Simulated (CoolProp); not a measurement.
Vapour-liquid equilibrium of propylene (1) + R142b (2) at 0.502 bar; x and y are mole fractions of (1).

Model: multi-fluid Helmholtz-energy mixture model, Lemmon 2013 and Lemmon 2006; pair parameters Bell 2016, in CoolProp.

Q: Give the bubble temperature and the first vapour's composition at x = 0.575, 0.875, 0.95. Is there an azeotrope?

A: x = 0.575: 218.4 K, y = 0.903; x = 0.875: 213.1 K, y = 0.974; x = 0.95: 212.0 K, y = 0.989. No azeotrope shows between x = 0.05 and 0.95.

The pair parameters rest on a limited set of measurements; away from them the model extrapolates.
